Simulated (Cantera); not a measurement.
Charge: 1 mol Zr, a varied amount of N2O, 1.9 mol H2O, equilibrated at 2675 K and 0.100 bar.

Cantera equilibrium calculation (NASA polynomials, part measured and part estimated; ideal gas, pure solids and liquids). Candidate condensed phases: H2O, Zr, ZrN, ZrO2; 28 gas species. Rates play no part.

At 0.82 mol N2O, list the 7 most abundant gas species with their mole fractions, and the condensed phases.

H2 0.370, N2 0.283, H2O 0.228, H 0.0994, OH 0.0153, O 0.00263, NO 0.00103. Condensed: ZrO2(s).
